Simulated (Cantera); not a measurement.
An adiabatic, constant-pressure homogeneous reactor starts with CH4 : CO : O2 : N2 = 1 : 0.19 : 1.61 : 14.2 (molar parts), equivalence ratio 1.3, at 1050 K and 0.510 bar. Integrator tolerance rtol = 1e-08.

Cantera simulation using GRI-Mech 3.0 (53 species, 325 reactions); the numbers are that mechanism's predictions, not measurements.

```csv
quantity,before,after
time of steepest temperature rise,2.92 s,2.01 s
temperature at 7.00 s,1979 K,2244 K
equilibrium temperature,1979 K,2244 K
x(CH4) at 7.00 s,<1e-12 (gas-phase equilibrium <1e-12),<1e-12 (gas-phase equilibrium <1e-12)
x(CO) at 7.00 s,0.0345 (gas-phase equilibrium 0.0345),0.0489 (gas-phase equilibrium 0.0489)
x(O2) at 7.00 s,2.33e-6 (gas-phase equilibrium 2.33e-6),0.000102 (gas-phase equilibrium 0.000102)
x(C2H2) at 7.00 s,<1e-12 (gas-phase equilibrium <1e-12),<1e-12 (gas-phase equilibrium <1e-12)
x(H2O) at 7.00 s,0.0936 (gas-phase equilibrium 0.0936),0.127 (gas-phase equilibrium 0.127)
```

**Question.** Name the change that produced these shifts.
(A) initial temperature 1050 to 1398 K
(B) initial temperature 1050 to 1223 K
(C) N2 14.2 to 9.7 parts
(D) CO 0.19 to 0.1 parts

**Answer.** C, N2 14.2 to 9.7 parts
